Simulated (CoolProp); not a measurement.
A simple Rankine cycle with 1,2-dichloroethane: condensing at 309.15 K, boiler at 0.594 MPa, turbine inlet 499 K, turbine efficiency 0.75, pump efficiency 0.8, no recuperator. Each further row changes one setting.

Computed with CoolProp (reference Helmholtz-energy equation of state, Thol 2015).

| case | thermal efficiency (%) | net work (kJ/kg) | heat in (kJ/kg) | turbine exit temperature (K) | volume ratio over the turbine |
|---|---|---|---|---|---|
| as stated | [?] | 92.3 | 518 | 396.0 | [?] |
| condensing temperature 301.15 K | [?] | 100 | 528 | [?] | 40.4 |
| boiler pressure 0.416 MPa | 16.4 | 85.2 | 521 | [?] | 20.3 |
| turbine efficiency 0.65 | 15.4 | 80.0 | 518 | [?] | [?] |

Problem. What belongs in the gaps?

Solution. 
- as stated, thermal efficiency (%): 17.8
- as stated, volume ratio over the turbine: 28.8
- condensing temperature 301.15 K, thermal efficiency (%): 19.0
- condensing temperature 301.15 K, turbine exit temperature (K): 387.1
- boiler pressure 0.416 MPa, turbine exit temperature (K): 406.7
- turbine efficiency 0.65, turbine exit temperature (K): 409.3
- turbine efficiency 0.65, volume ratio over the turbine: 29.7
